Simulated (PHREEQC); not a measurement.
A solution holds 0.024 mol/kgw NH4HF2 and 0.1 mol/kgw H2SiF6, at 70 °C. Closed to the air; pH follows from the charge balance.

The numbers come from PHREEQC with the ion-association model, phreeqc.dat.

**Question.** The ionic strength comes out as 0.298 mol/kgw. What activity coefficients do NH4+, HF2-, SiF6-2, F-, H+ get?

**Answer.** NH4+ 0.62, HF2- 0.71, SiF6-2 0.23, F- 0.65, H+ 0.77.

This is a speciation only: nothing precipitates in the calculation. Saturation is exceeded, for instance for Quartz (slow to form); the values hold only as long as no solid forms. Species that the database lacks are ignored. Constants without temperature data keep their 25 °C values here. SiF6-2 is the database's only silicon fluoride.
